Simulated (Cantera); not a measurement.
Mixture: CH₄ : CO : O₂ : N₂ : H₂O : H₂ = 1 : 0.082 : 3.4 : 12.8 : 1.9 : 0.087 (molar parts), equivalence ratio 0.61, at 1.97 atm, adiabatic and at constant pressure. Ignition delay is the time to a rise of 400 K.

Computed with Cantera and GRI-Mech 3.0 (53 species, 325 reactions).

Q: Predict: delay at 1000 K; delay at 1075 K; delay at 1150 K; delay at 1225 K; delay at 1300 K; delay at 1375 K; delay at 1450 K; apparent activation energy between 1300 and 1450 K.

A: 
```
Item                                                     Value
--------------------------------------------------  ----------
delay at 1000 K                                        86.2 ms
delay at 1075 K                                        32.2 ms
delay at 1150 K                                        14.6 ms
delay at 1225 K                                        6.82 ms
delay at 1300 K                                        3.18 ms
delay at 1375 K                                        1.50 ms
delay at 1450 K                                       0.728 ms
apparent activation energy between 1300 and 1450 K  150 kJ/mol
```
